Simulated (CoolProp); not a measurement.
Isohexane along the isobar 2440 kPa: density (kg/m³) from the reference equation and from simpler models built on Tc = 497.7 K, pc = 3043 kPa, ω = 0.280; each cubic takes its own stable root.

Computed with CoolProp (reference Helmholtz-energy equation of state, Lemmon 2006). It is a short technical equation, of lower accuracy than the large ones.

```
T (K)   phase  reference  van der Waals  Redlich-Kwong  Soave-Redlich-Kwong
-----  ------  ---------  -------------  -------------  -------------------
284    liquid      663.9          404.2          592.7                609.7
298.1  liquid      651.4          397.5          580.8                599.0
312.2  liquid      638.6          390.4          568.3                587.6
326.3  liquid      625.5          383.0          555.1                575.4
340.4  liquid      612.0          375.3          541.2                562.4
354.5  liquid      598.0          367.1          526.6                548.4
368.6  liquid      583.4          358.4          510.9                533.3
382.7  liquid      568.0          349.1          494.2                516.9
396.8  liquid      551.8          339.0          476.3                499.1
410.9  liquid      534.3          327.9          456.7                479.4
```
